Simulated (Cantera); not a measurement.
# Si2Cl6 + H2 + H2O (silicon epitaxy and polysilicon growth)

Feed: 1 mol Si2Cl6, 290 mol H2, 0.0053 mol H2O, equilibrated at 21000 Pa.

Equilibrium computed with Cantera from the NASA thermochemical tables; the gas is ideal and each condensed phase is pure. Candidate condensed phases: H2O, Si, SiO2; 30 gas species. The feed counts by its element totals alone. Mutual solubility and eutectic melting of coexisting phases are not modelled. The tables' values for SiCl3 are old estimates; treat these amounts as uncertain. The tables hold silica as quartz up to 1696 K and as liquid above; real silica turns to tridymite and cristobalite and melts near 1996 K. Gases not in the tables: Si2H6 and higher silanes. Equilibrium is a limit: real reactors are often held back by kinetics, nucleation or transport.

From 825 °C to 975 °C the condensed part is Si(s) + SiO2(β-quartz). From 1025 °C to 1375 °C the condensed part is Si(s). At 1425 °C the condensed part is Si(l). The main Si-bearing gas is SiHCl3 at 825 °C and SiCl2 at 1425 °C. The share of Si in condensed phases is highest at 1125 °C (83.7 %) and lowest at 825 °C (60.0 %).

| T (°C) | log p H2 | log p HCl | log p SiCl2 | log p SiHCl3 | log p SiCl4 | log p H | n Si(s) | n SiO2(β-quartz) | n Si(l) |
|---|---|---|---|---|---|---|---|---|---|
| 825 | -0.68 | -2.60 | -4.22 | -3.61 | -3.69 | -7.95 | 1.20 | 0.00263 | 0 |
| 875 | -0.68 | -2.52 | -4.01 | -3.80 | -3.93 | -7.49 | 1.39 | 0.00257 | 0 |
| 925 | -0.69 | -2.47 | -3.88 | -4.04 | -4.25 | -7.06 | 1.54 | 0.00229 | 0 |
| 975 | -0.69 | -2.44 | -3.79 | -4.33 | -4.62 | -6.67 | 1.62 | 0.00122 | 0 |
| 1025 | -0.69 | -2.42 | -3.74 | -4.63 | -5.02 | -6.31 | 1.66 | 0 | 0 |
| 1075 | -0.69 | -2.42 | -3.70 | -4.93 | -5.41 | -5.98 | 1.67 | 0 | 0 |
| 1125 | -0.69 | -2.42 | -3.68 | -5.21 | -5.79 | -5.67 | 1.67 | 0 | 0 |
| 1175 | -0.69 | -2.42 | -3.66 | -5.49 | -6.15 | -5.38 | 1.67 | 0 | 0 |
| 1225 | -0.69 | -2.42 | -3.64 | -5.74 | -6.48 | -5.11 | 1.66 | 0 | 0 |
| 1275 | -0.69 | -2.42 | -3.63 | -5.98 | -6.80 | -4.85 | 1.66 | 0 | 0 |
| 1325 | -0.69 | -2.42 | -3.62 | -6.21 | -7.10 | -4.62 | 1.65 | 0 | 0 |
| 1375 | -0.69 | -2.42 | -3.61 | -6.42 | -7.37 | -4.39 | 1.64 | 0 | 0 |
| 1425 | -0.69 | -2.42 | -3.60 | -6.62 | -7.64 | -4.18 | 0 | 0 | 1.63 |
log p: log10 of the partial pressure in bar; n: condensed amount in mol.
